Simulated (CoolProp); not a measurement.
Computed with CoolProp (reference Helmholtz-energy equation of state, Lemmon 2003). It is a pseudo-pure fit of the blend.

Task: For R407C, give the phase and the cv (kJ/(kg K)), Prandtl number at 216.1 K and 1.01 bar; 257.5 K and 1.01 bar; 269.4 K and 1.01 bar.

Result: 
- 216.1 K and 1.01 bar: liquid; cv 0.831, Prandtl number 4.54
- 257.5 K and 1.01 bar: gas; cv 0.677, Prandtl number 0.815
- 269.4 K and 1.01 bar: gas; cv 0.691, Prandtl number 0.797

Viscosity comes from a separate model (Geller 2000). Thermal conductivity comes from a separate model (Geller 2001).
